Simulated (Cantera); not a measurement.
A Cantera script and its output.

```python
import numpy as np
import cantera as ct

gas = ct.Solution("h2o2.yaml")
gas.TPX = 675, 100000, {'H2': 1, 'O2': 0.676, 'N2': 2.54}
inlet = ct.Reservoir(gas, clone=True)
gas.equilibrate("HP")  # start burning
reactor = ct.IdealGasConstPressureReactor(gas, energy="on", clone=False)
exhaust = ct.Reservoir(gas, clone=True)
tau = [0.22, 0.075, 0.026, 0.0089, 0.0031, 0.0011, 0.00036, 0.00012, 4.3e-05, 1.5e-05][0]
for a, b in ((inlet, reactor), (reactor, exhaust)):
    ct.MassFlowController(a, b, mdot=lambda t: reactor.mass / tau)
net = ct.ReactorNet([reactor])
show = ['H2', 'O2', 'OH', 'HO2', 'H2O']

rows = []
print(f"{'tau/s':>10s}{'T/K':>9s}" + "".join(f"{s:>11s}" for s in show))
for tau in [0.22, 0.075, 0.026, 0.0089, 0.0031, 0.0011, 0.00036, 0.00012, 4.3e-05, 1.5e-05]:
    net.initial_time = 0.0
    net.advance(30 * tau)
    before = gas.X
    net.advance(40 * tau)
    drift = np.max(np.abs(gas.X - before) / (gas.X + 1e-9))
    rows.append([gas.T, *gas[show].X, drift])
    print(f"{tau:10.3e}{gas.T:9.1f}" + "".join(f"{x:11.3e}" for x in gas[show].X))
```

Result:

```
     tau/s      T/K         H2         O2         OH        HO2        H2O
 2.200e-01   2342.3  3.291e-03  4.585e-02  9.543e-03  4.766e-06  2.593e-01
 7.500e-02   2340.4  3.413e-03  4.585e-02  9.685e-03  4.769e-06  2.590e-01
 2.600e-02   2334.8  3.757e-03  4.587e-02  1.007e-02  4.788e-06  2.583e-01
 8.900e-03   2319.2  4.723e-03  4.594e-02  1.108e-02  4.906e-06  2.563e-01
 3.100e-03   2280.8  7.063e-03  4.624e-02  1.307e-02  5.521e-06  2.517e-01
 1.100e-03   2204.9  1.142e-02  4.719e-02  1.562e-02  7.625e-06  2.430e-01
 3.600e-04   2070.7  1.807e-02  4.946e-02  1.748e-02  1.293e-05  2.292e-01
 1.200e-04   1888.8  2.521e-02  5.329e-02  1.695e-02  2.184e-05  2.127e-01
 4.300e-05   1687.0  3.267e-02  5.915e-02  1.409e-02  3.391e-05  1.953e-01
 1.500e-05   1448.0  5.360e-02  7.369e-02  9.322e-03  5.645e-05  1.663e-01
```

Computed with Cantera and the H2/O2 subset of GRI-Mech 3.0, which has no nitrogen chemistry.
